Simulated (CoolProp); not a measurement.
Vapour-liquid equilibrium of ethanol (1) + n-nonane (2) at 461.9 K; x and y are mole fractions of (1).

Model: multi-fluid Helmholtz-energy mixture model, Schroeder 2014 and Lemmon 2006; pair parameters Bell 2016, in CoolProp.

Task: Give the bubble pressure and the first vapour's composition at x = 0.15, 0.45, 0.95. Is there an azeotrope?

Result: x = 0.15: 0.8920 MPa, y = 0.703; x = 0.45: 1.554 MPa, y = 0.836; x = 0.95: 2.297 MPa, y = 0.976. No azeotrope shows between x = 0.05 and 0.95.

The pair parameters rest on a limited set of measurements; away from them the model extrapolates. With so large a gap from Raoult's law the liquid may split in two, which this calculation doesn't test in full.
